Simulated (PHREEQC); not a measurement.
# Leach liquor (model solution)

Solution (57 °C): 0.076 mol/kgw H2SO4 and 0.0147 mol/kgw Al2(SO4)3. Closed to the air; pH follows from the charge balance.

Model: ion-association model, phreeqc.dat, run in PHREEQC.

Precipitation was switched off in this run.

Task: What pH, ionic strength does the model give?

Result: pH 1.23; ionic strength 0.141 mol/kgw.

Task: In which forms is Al present?

Result: AlSO4+ 69 %, Al+3 18 %, Al(SO4)2- 12 %, AlHSO4+2 1.3 % of the Al.

Constants without temperature data keep their 25 °C values here.
